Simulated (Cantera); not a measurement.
An adiabatic, constant-pressure homogeneous reactor starts with CH4 : H2 : O2 : N2 = 1 : 0.12 : 0.896 : 3.37 (molar parts), equivalence ratio 2.3, at 1500 K and 1.00 bar. Integrator tolerance rtol = 1e-08.

Cantera simulation using GRI-Mech 3.0 (53 species, 325 reactions); the numbers are that mechanism's predictions, not measurements.

| quantity | before | after |
|---|---|---|
| time of steepest temperature rise | 1.03 ms | 0.307 ms |
| temperature at 0.100 s | 2381 K | 2404 K |
| equilibrium temperature | 2381 K | 2404 K |
| x(CH4) at 0.100 s | 6.70e-11 (gas-phase equilibrium 7.56e-11) | 1.54e-9 (gas-phase equilibrium 1.74e-9) |
| x(H2) at 0.100 s | 0.213 (gas-phase equilibrium 0.213) | 0.215 (gas-phase equilibrium 0.215) |
| x(O2) at 0.100 s | 2.77e-6 (gas-phase equilibrium 2.77e-6) | 7.02e-7 (gas-phase equilibrium 7.02e-7) |
| x(CH2O) at 0.100 s | 1.21e-8 (gas-phase equilibrium 1.21e-8) | 6.10e-8 (gas-phase equilibrium 6.10e-8) |
| x(OH) at 0.100 s | 0.000616 (gas-phase equilibrium 0.000616) | 0.000317 (gas-phase equilibrium 0.000317) |
| x(CO2) at 0.100 s | 0.0123 (gas-phase equilibrium 0.0123) | 0.0122 (gas-phase equilibrium 0.0122) |

Problem. Name the change that produced these shifts.
A. initial temperature 1500 to 1100 K
B. H2 0.12 to 0.088 parts
C. pressure from 1.00 bar to 5.00 bar
D. initial temperature 1500 to 975 K

Solution. C, pressure from 1.00 bar to 5.00 bar
